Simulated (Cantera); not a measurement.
A closed system holds: 1 mol CH₃OH, 0.23 mol O₂, 9.1 mol H₂, equilibrated at 1827 °C and 101000 Pa.

Equilibrium computed with Cantera from the NASA thermochemical tables; the gas is ideal and each condensed phase is pure. Candidate condensed phases: C, C₆H₆, C₇H₈, C₈H₁₈, H₂O; 110 gas species. Rates play no part.

Base state: H₂ 0.877, CO 0.0818, H₂O 0.0372, H 0.00290, CO₂ 0.000703, OH 1.47e-5 (mole fractions); condensed: gas only.

Q: What changes in the equilibrium state with this change: H₂ from 9.1 to 0.88 mol?

A: 
```json
[
 {"species": "H₂", "before": "0.877", "after": "0.630"},
 {"species": "CO", "before": "0.0818", "after": "0.249"},
 {"species": "H₂O", "before": "0.0372", "after": "0.110"},
 {"species": "CO₂", "before": "0.000703", "after": "0.00875"},
 {"species": "OH", "before": "1.47e-5", "after": "5.09e-5"},
 {"species": "H", "before": "0.00290", "after": "0.00246"}
]
```

Q: What changes in the equilibrium state with this change: O₂ from 0.23 to 0.063 mol?

A: 
```json
[
 {"species": "H₂", "before": "0.877", "after": "0.904"},
 {"species": "CO", "before": "0.0818", "after": "0.0823"},
 {"species": "H₂O", "before": "0.0372", "after": "0.0102"},
 {"species": "CO₂", "before": "0.000703", "after": "0.000188"},
 {"species": "OH", "before": "1.47e-5", "after": "3.95e-6"},
 {"species": "H", "before": "0.00290", "after": "0.00294"}
]
```
